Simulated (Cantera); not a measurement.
## Diamond growth

A diamond (100) surface in a fixed gas of H2 with x(CH4) = 0.023, x(CH3) = 0.00024, at 1073 K, 0.0600 bar; coverages are run to steady state.

Detailed kinetics in Cantera: the Harris–Goodwin 1993 mechanism for the reconstructed diamond (100) surface.

```
x(H)     growth (µm/h)  θ c6HH  θ c6H*  θ c6*H   θ c6**   θ c6HM
-------  -------------  ------  ------  ------  -------  -------
0.0001           0.710   0.552  0.0196   0.332  0.00418   0.0603
0.00022           1.58   0.517  0.0212   0.359  0.00707   0.0633
0.00049           3.11   0.505  0.0223   0.377   0.0100   0.0575
0.0011            5.18   0.507  0.0232   0.392   0.0124   0.0436
0.0024            7.16   0.515  0.0240   0.405   0.0140   0.0279
0.0054            8.68   0.523  0.0246   0.415   0.0150   0.0151
0.012             9.57   0.528  0.0250   0.421   0.0155  0.00752
0.027             10.0   0.530  0.0254   0.423   0.0158  0.00351
0.06              10.3   0.531  0.0259   0.424   0.0160  0.00162
```
θ: site fractions in the mechanism's names (c6HH fully hydrogenated, c6H* and c6*H radical sites, c6** diradical, c6HM methylated).
